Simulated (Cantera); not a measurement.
Feed: 1 mol S, 0.41 mol SO2, at 3275 K and 25.0 Pa.

Method: chemical equilibrium by Gibbs-energy minimisation in Cantera with the NASA 1993 tables (ideal gas, pure condensed phases). Candidate condensed phases: S; 10 gas species. The numbers say what is thermodynamically allowed, not how fast it happens.

Base state: S 0.630, O 0.363, SO 0.00637, O2 0.000456, S2 0.000354, SO2 1.25e-5 (mole fractions); condensed: gas only.

Question: What changes in the equilibrium state with this change: temperature from 3275 K to 673.15 K?

Answer: 
```csv
species,before,after
S2,0.000354,0.547
SO2,1.25e-5,0.449
S2O,4.62e-8,0.00394
S,0.630,<1e-9
O,0.363,<1e-9
O2,0.000456,<1e-9
SO,0.00637,2.48e-7
S8,<1e-9,2.46e-5
```
Gases not in the tables: S3 to S7.
